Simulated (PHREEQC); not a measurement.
## Nickel, zinc or cadmium bath (model solution)

Consider water at 5 °C with 14 mmol/kgw NiSO4, 0.13 mmol/kgw NaCl and 69 mmol/kgw NiCl2. Closed to the air; pH follows from the charge balance.

Equilibrium calculation in PHREEQC: ion-association model, wateq4f.dat.

Precipitation was switched off in this run.

Task: Estimate the pH, ionic strength.

Result: pH 6.11; ionic strength 0.218 mol/kgw.

Task: In which forms is S present?

Result: SO4-2 51 %, NiSO4 49 % of the S.

Species that the database lacks are ignored. In wateq4f.dat the enthalpy of Ni(OH)2 has the wrong sign, so its saturation index can't be trusted away from 25 °C. Away from 25 °C the constants follow the database's enthalpies or fits; those with neither stay at their 25 °C values.
